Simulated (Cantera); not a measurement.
Cantera run:

```python
import numpy as np
import cantera as ct

gas_names = """
    AL ALH ALN ALO ALOH ALO2 ALO2H AL2 AL2O AL2O2 H HALO HNO HNO2 HNO3 HO2 H2 H2O H2O2 N NH NH2 NH3
    NH2OH NO NO2 NO3 N2 N2H2 N2H4 N2O O OH O2 O3
""".split()
cond_names = """
    AL(cr) AL(L) ALN(s) AL2O3(a) AL2O3(L) H2O(s) H2O(L)
""".split()


# ... load() reads the species with a 1 bar reference pressure and builds the phases ...
atoms = {
    'Al': {'AL': 1},
    'H2O': {'H': 2, 'O': 1},
    'N2': {'N': 2},
}
top_T = {'ALN(s)': 2750}  # K; cautious upper limits of use, not melting points


# ... equilibrate(T, P, feed) seeds the gas with the atoms and calls Mixture.equilibrate('TP', solver="vcs", rtol=1e-11, max_steps=5000) ...
results = []
feed = {'Al': 1, 'H2O': 15, 'N2': 82}  # mol
T = 1523.15  # K
P = 780000  # Pa
mix = equilibrate(T, P, feed)
results.append((T, P, feed, dict(zip(mix.species_names, mix.species_moles))))
print(gas.report(threshold=0.001))
for i in range(1, mix.n_phases):
    print(f"{mix.phase(i).name:16s} {mix.phase_moles(i):12.5e} mol")
```

It prints:

```
       temperature   1523.2 K
          pressure   7.8e+05 Pa
           density   1.6149 kg/m^3
  mean mol. weight   26.22 kg/kmol
   phase of matter   gas

                          1 kg             1 kmol
                     ---------------   ---------------
          enthalpy        2.6319e+05        6.9009e+06  J
   internal energy        -2.198e+05       -5.7633e+06  J
           entropy            8756.2        2.2959e+05  J/K
    Gibbs function       -1.3074e+07        -3.428e+08  J
 heat capacity c_p            1394.9             36575  J/K
 heat capacity c_v            1077.8             28260  J/K

                      mass frac. Y      mole frac. X     chem. pot. / RT
                     ---------------   ---------------   ---------------
                H2         0.0011889          0.015462           -20.763
               H2O          0.095622           0.13917           -45.355
                N2           0.90319           0.84536           -24.173
     [  +32 minor]        7.7253e-07          2.14e-06

AL(L)             0.00000e+00 mol
ALN(s)            0.00000e+00 mol
AL2O3(a)          5.00000e-01 mol
```

Method: chemical equilibrium by Gibbs-energy minimisation in Cantera with the NASA 1993 tables (ideal gas, pure condensed phases). Gases not in the tables: Al(OH)3.
